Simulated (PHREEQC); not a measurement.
Dissolve 0.013 mol H2SO4, 3.1e-05 mol FeSO4 and 0.0026 mol Li2SO4 per kg of water at 20 °C. Closed to the air; pH follows from the charge balance.

Model: ion-association model, wateq4f.dat, run in PHREEQC.

This is a speciation only: nothing precipitates in the calculation.

Question: What pH, ionic strength does the model give?

Answer: pH 1.79; ionic strength 0.0322 mol/kgw.

Question: In which forms is S present?

Answer: SO4-2 53 %, HSO4- 47 %, LiSO4- 0.6 % of the S.
